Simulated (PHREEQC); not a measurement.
Dissolve 0.0018 mol/kgw HF and 0.027 mol/kgw NaF at 25 °C. It is in equilibrium with CO2 at log p = -1 (atm). Otherwise closed; pH follows from the charge balance.

All values are PHREEQC results (ion-association model, phreeqc.dat), not measurements.

No solid was allowed to form.

Problem. Predict the pH, specific conductance.

Solution. pH 4.32; specific conductance 2520 µS/cm.

Problem. In which forms is C present?

Solution. CO2 99 %, HCO3- 1.1 % of the C.
